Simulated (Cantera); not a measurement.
**SiCl₄ + Cl₂ + H₂ (silicon epitaxy and polysilicon growth)**

Feed: 1 mol SiCl₄, 0.0062 mol Cl₂, 10 mol H₂, equilibrated at 1073 K and 0.0100 bar.

Method: chemical equilibrium by Gibbs-energy minimisation in Cantera with the NASA 1993 tables (ideal gas, pure condensed phases). Candidate condensed phases: Si; 19 gas species. The tables' values for SiCl₃ are old estimates; treat these amounts as uncertain. Rates play no part.

| Property | Result |
|---|---|
| x(H₂) | 0.861 |
| x(SiCl₄) | 0.0599 |
| x(HCl) | 0.0555 |
| x(SiHCl₃) | 0.0114 |
| x(SiCl₂) | 0.00697 |
| x(SiCl₃) | 0.00511 |
| x(SiH₂Cl₂) | 0.000252 |
| x(SiH₃Cl) | 1.47e-6 |
| n(Si(s)) | 0.0657 mol |
| gas amount | 11.18 mol |
